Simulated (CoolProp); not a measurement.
Vapour-liquid equilibrium of toluene (1) + n-decane (2) at 0.0558 MPa; x and y are mole fractions of (1).

Computed with CoolProp (multi-fluid Helmholtz-energy mixture model, Lemmon 2006 and Lemmon 2006; pair parameters Bell 2016).

```tsv
x	bubble temperature (K)	y at the bubble point	dew temperature at overall composition x (K)	liquid density (mol/L)
0.05	418.5	0.213	423.7	4.532
0.15	406.6	0.510	420.6	4.841
0.25	396.9	0.685	417.3	5.162
0.35	389.2	0.789	413.5	5.501
0.45	383.2	0.855	409.4	5.864
0.55	378.4	0.898	404.6	6.257
0.65	374.5	0.930	399.1	6.689
0.75	371.1	0.954	392.3	7.171
0.85	368.1	0.974	383.7	7.713
0.95	365.3	0.992	371.7	8.330
```

No azeotrope shows between x = 0.05 and 0.95.

Pair parameters are fitted to limited data, so mixtures are less certain than the pure fluids.
